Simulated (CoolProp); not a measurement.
Saturation properties of n-undecane (Tc = 638.8 K, pc = 1990 kPa, ω = 0.539).

Values from CoolProp's reference Helmholtz-energy equation of state, Aleksandrov 2011. It is a short technical equation, of lower accuracy than the large ones.

| T (K) | p (kPa) | liquid cp (kJ/(kg K)) | surface tension (mN/m) |
|---|---|---|---|
| 465 | 91.92 | 2.866 | 9.97 |
| 478.5 | 127.4 | 2.923 | 8.96 |
| 492 | 172.8 | 2.982 | 7.98 |
| 505.5 | 229.9 | 3.043 | 7.03 |
| 519 | 300.7 | 3.106 | 6.10 |
| 532.5 | 387.2 | 3.173 | 5.21 |
| 546 | 491.9 | 3.244 | 4.36 |
| 559.5 | 617.3 | 3.324 | 3.54 |
| 573 | 766.3 | 3.418 | 2.77 |
| 586.6 | 943.9 | 3.538 | 2.04 |
| 600.1 | 1152 | 3.708 | 1.37 |
| 613.6 | 1397 | 4.014 | 0.780 |

It boils at 468.9 K under 1 atm.

Surface tension comes from a separate correlation (Mulero 2014).
